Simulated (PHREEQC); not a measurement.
Dissolve 0.0081 mol/kgw NH4HF2, 0.049 mol/kgw (NH4)2SiF6 and 0.00065 mol/kgw H3PO4 at 60 °C. Closed to the air; pH follows from the charge balance.

Model: ion-association model, phreeqc.dat, run in PHREEQC.

Problem. The ionic strength comes out as 0.156 mol/kgw. What activity coefficients do NH4+, H+, HF2-, H2PO4-, SiF6-2 get?

Solution. NH4+ 0.69, H+ 0.80, HF2- 0.74, H2PO4- 0.75, SiF6-2 0.30.

Precipitation was switched off in this run. Complexes and solids missing from the database can't appear. Constants without temperature data keep their 25 °C values here. SiF6-2 is the database's only silicon fluoride.
